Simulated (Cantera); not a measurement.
Input (Python, Cantera) and output of one run.

```python
import numpy as np
import cantera as ct

gas_names = """
    H HNO HNO2 HNO3 HO2 H2 H2O H2O2 N NH NH2 NH3 NH2OH NO NO2 NO3 N2 N2H2 N2H4 N2O O OH O2 O3 Si SiH
    SiH2 SiH3 SiH4 SiN SiO SiO2 Si2 Si2N Si3
""".split()
cond_names = """
    H2O(s) H2O(L) Si(cr) Si(L) SiO2(Lqz) SiO2(hqz) SiO2(L) Si2N2O(s) Si3N4(a)
""".split()


# ... load() reads the species with a 1 bar reference pressure and builds the phases ...
atoms = {
    'Si': {'Si': 1},
    'O2': {'O': 2},
    'H2': {'H': 2},
    'N2O': {'N': 2, 'O': 1},
}
top_T = {'Si2N2O(s)': 2100, 'Si3N4(a)': 2400}  # K; cautious upper limits of use, not melting points


# ... equilibrate(T, P, feed) seeds the gas with the atoms and calls Mixture.equilibrate('TP', solver="vcs", rtol=1e-11, max_steps=5000) ...
results = []
T = 1923  # K
P = 1333.22  # Pa
for m in [31, 74, 120, 160, 200, 250, 290, 330, 370]:
    feed = {'Si': 1, 'O2': 0.044, 'H2': m, 'N2O': 0.11}  # mol
    mix = equilibrate(T, P, feed)
    results.append((T, P, feed, dict(zip(mix.species_names, mix.species_moles))))

top = {s: max(r[3][s] / sum(r[3][g] for g in gas_names) for r in results) for s in gas_names}
cols = sorted((s for s in top if top[s] > 0.0001), key=lambda s: -top[s])[:9]
seen = [c for c in cond_names if any(r[3].get(c, 0) > 1e-12 for r in results)]
print("log10 of partial pressures in bar; condensed amounts in mol")
print(f"{'n(H2)':>10s}" + "".join(f"{s[:9]:>10s}" for s in cols + seen))
for T, P, feed, n in results:
    ng = sum(n[g] for g in gas_names)
    print(f"{feed['H2']:10.4g}" + "".join(f"{np.log10(max(n[s] / ng * P / 1e5, 1e-99)):10.3f}" for s in cols)
          + "".join(f"{n.get(c, 0):10.4g}" for c in seen))
```

It prints:

```
log10 of partial pressures in bar; condensed amounts in mol
     n(H2)        H2         H       SiO        N2        Si       SiH     Si(L)
        31    -1.884    -3.968    -4.076    -4.332    -4.770    -5.799    0.7549
        74    -1.881    -3.966    -4.452    -4.708    -4.770    -5.798    0.6904
       120    -1.880    -3.966    -4.661    -4.917    -4.770    -5.798    0.6214
       160    -1.880    -3.966    -4.786    -5.042    -4.770    -5.798    0.5615
       200    -1.880    -3.966    -4.882    -5.139    -4.770    -5.798    0.5016
       250    -1.880    -3.966    -4.979    -5.236    -4.770    -5.797    0.4267
       290    -1.880    -3.966    -5.044    -5.300    -4.770    -5.797    0.3668
       330    -1.880    -3.966    -5.100    -5.356    -4.770    -5.797    0.3069
       370    -1.880    -3.966    -5.149    -5.406    -4.770    -5.797     0.247
```

These are equilibrium values from Cantera (NASA tables, ideal gas, pure condensed phases), not measurements of a reactor. Gases not in the tables: Si2H6 and higher silanes.
